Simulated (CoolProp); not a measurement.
Values from CoolProp's reference Helmholtz-energy equation of state, Zhou 2012.

**Question.** Give the vapour pressure (MPa), liquid density (kg/m³), enthalpy of vaporisation (kJ/kg), vapour Z of saturated p-xylene at 354.9, 436 K.

**Answer.** 
```csv
T (K),p (MPa),liquid density (kg/m³),enthalpy of vaporisation (kJ/kg),vapour Z
354.9,0.0167,807,369,0.987
436,0.187,728,321,0.928
```
